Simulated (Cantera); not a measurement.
# Equilibrium for carbothermic reduction: Fe₃O₄ + C + H₂

Charge: 1 mol Fe₃O₄, 1.9 mol C, a varied amount of H₂, at 2423.15 K and 0.0133 bar.

These are equilibrium values from Cantera (NASA tables, ideal gas, pure condensed phases), not measurements of a reactor. Candidate condensed phases: C, C₆H₆, C₇H₈, C₈H₁₈, Fe, Fe(CO)₅, FeO, Fe(OH)₂, Fe(OH)₃, Fe₂O₃, Fe₃O₄, H₂O; 114 gas species. The tables' stoichiometric FeO is somewhat more stable than real wüstite, so its field is too wide. FeO: taken at fixed stoichiometry. Equilibrium is a limit: real reactors are often held back by kinetics, nucleation or transport.

```csv
n(H₂) (mol),x H₂,x Fe,x CO,x H₂O,x H,x CO₂,x FeO,x OH,n FeO(l)
1.8,0.0883,0.377,0.222,0.151,0.0457,0.0634,0.0295,0.0148,0.289
2.1,0.0955,0.376,0.205,0.164,0.0475,0.0588,0.0295,0.0154,0.0768
2.6,0.123,0.360,0.197,0.175,0.0540,0.0465,0.0234,0.0144,0
3,0.150,0.345,0.192,0.177,0.0595,0.0381,0.0187,0.0133,0
3.6,0.189,0.324,0.185,0.177,0.0668,0.0289,0.0139,0.0118,0
4.3,0.232,0.301,0.175,0.172,0.0740,0.0217,0.0102,0.0104,0
5.1,0.277,0.278,0.165,0.164,0.0808,0.0164,0.00757,0.00908,0
6.1,0.325,0.254,0.152,0.154,0.0877,0.0120,0.00550,0.00785,0
7.3,0.375,0.229,0.139,0.142,0.0941,0.00881,0.00398,0.00675,0
8.7,0.423,0.206,0.126,0.130,0.0999,0.00646,0.00290,0.00580,0
10,0.459,0.188,0.115,0.120,0.104,0.00503,0.00224,0.00513,0
12,0.506,0.166,0.102,0.107,0.109,0.00362,0.00160,0.00436,0
```
x: gas mole fraction; n: condensed amount in mol.

From 1.8 mol H₂ to 2.1 mol H₂ the condensed part is FeO(l). From 2.6 mol H₂ to 12 mol H₂ nothing is condensed. The main Fe-bearing gas is Fe throughout.
